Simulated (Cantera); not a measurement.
Input: 1 mol SiO2, 9.2 mol CO, 5.7 mol H2, 4 mol CH4, held at 0.120 bar.

Cantera equilibrium calculation (NASA polynomials, part measured and part estimated; ideal gas, pure solids and liquids). Candidate condensed phases: C, C6H6, C7H8, C8H18, H2O, Si, SiC, SiO2; 123 gas species. The tables hold silica as quartz up to 1696 K and as liquid above; real silica turns to tridymite and cristobalite and melts near 1996 K. Rates play no part.

Q: Which condensed phases are stable at each of these points (T (°C)): 1025, 1125, 1225, 1325, 1425, 1525, 1625, 1725?

A: 
```tsv
T (°C)	condensed phases	Si condensed (%)
1025	C(graphite) + SiO2(β-quartz)	100.0
1125	C(graphite) + SiO2(β-quartz)	100.0
1225	C(graphite) + SiO2(β-quartz)	99.6
1325	C(graphite) + SiC(s)	96.8
1425	C(graphite) + SiC(s)	95.5
1525	C(graphite) + SiC(s)	93.8
1625	C(graphite) + SiC(s)	91.9
1725	C(graphite) + SiC(s)	89.6
```

From 1025 °C to 1225 °C the condensed part is C(graphite) + SiO2(β-quartz). From 1325 °C to 1725 °C the condensed part is C(graphite) + SiC(s).
